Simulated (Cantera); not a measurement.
Charge: 1 mol Si2Cl6, 13 mol N2, equilibrated at 1123 K and 1.60 mbar.

These are equilibrium values from Cantera (NASA tables, ideal gas, pure condensed phases), not measurements of a reactor. Candidate condensed phases: Si, Si3N4; 13 gas species. The feed counts by its element totals alone. N2 is the only nitrogen source here; it is nearly inert below about 1500 K, so the nitride shown seldom forms there in practice. The tables' values for SiCl3 are old estimates; treat these amounts as uncertain. Kinetics and transport are ignored.

Base state: N2 0.893, SiCl4 0.104, SiCl3 0.00220, SiCl2 0.000581 (mole fractions); condensed: Si3N4(s).

Question: What changes in the equilibrium state with this change: temperature from 1123 K to 2098.15 K?

Answer: 
| species | before | after |
|---|---|---|
| N2 | 0.893 | 0.763 |
| Cl | 1.36e-6 | 0.119 |
| SiCl2 | 0.000581 | 0.113 |
| SiCl4 | 0.104 | 2.19e-5 |
| SiCl | <1e-9 | 0.00155 |
| Si | <1e-9 | 0.000975 |
| Cl2 | <1e-9 | 2.04e-5 |
| SiCl3 | 0.00220 | 0.00158 |
| Si3N4(s), mol | 0.163 | 0 |
The tables' values for SiCl3, SiCl are old estimates; treat these amounts as uncertain.
